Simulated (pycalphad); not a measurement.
Computed with pycalphad from the COST 507 light-alloy database (1999), at 1 atm. The database dates from 1999; later assessments differ in places, in temperatures and in the compounds included. Amounts are mole fractions of atoms.

Q: Give the equilibrium state of Ti-3.461Hf-2.691B (wt.%) at 1425 K.

A: bcc, fraction 0.779, with 4.0 Hf, 0.04 B wt.%; BM, fraction 0.221, with 0.48 Hf, 18.4 B wt.%.

Q: Give the equilibrium state of Ti-3.461Hf-2.691B (wt.%) at 1050 K.

A: hcp, fraction 0.779, with 4.0 Hf, 0.03 B wt.%; BM, fraction 0.221, with 0.42 Hf, 18.4 B wt.%.

Database names, with the compositions (at.%) that they take in these runs: BM: Ti 50 B 50.
